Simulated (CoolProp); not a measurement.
A closed Brayton cycle with dry air: compressor inlet 329.15 K and 4.6 MPa, high pressure 12.6 MPa, turbine inlet 935 K, compressor efficiency 0.8, turbine efficiency 0.9, recuperator effectiveness 0 (on enthalpy, no pinch check). Each further row changes one setting.

Model: reference Helmholtz-energy equation of state, Lemmon 2000, in CoolProp. It is a pseudo-pure fit of the blend.

| case | thermal efficiency (%) | net work (kJ/kg) | compressor to turbine work | compressor exit (K) | turbine exit (K) |
|---|---|---|---|---|---|
| as stated | [?] | 79.2 | 0.64 | 466.7 | 741.2 |
| turbine inlet 885 K | [?] | [?] | 0.68 | 466.7 | [?] |
| compressor inlet 339.15 K | [?] | 74.7 | 0.66 | 480.7 | 741.2 |
| high pressure 10.7 MPa | [?] | [?] | 0.61 | 441.7 | 769.8 |
| recuperator effectiveness 0.5 | [?] | 79.2 | 0.64 | 466.7 | 741.2 |

**Question.** Some entries are withheld; supply them.

**Answer.** 
- as stated, thermal efficiency (%): 15.3
- turbine inlet 885 K, thermal efficiency (%): 14.6
- turbine inlet 885 K, net work (kJ/kg): 67.4
- turbine inlet 885 K, turbine exit (K): 699.9
- compressor inlet 339.15 K, thermal efficiency (%): 14.9
- high pressure 10.7 MPa, thermal efficiency (%): 13.5
- high pressure 10.7 MPa, net work (kJ/kg): 73.1
- recuperator effectiveness 0.5, thermal efficiency (%): 21.4
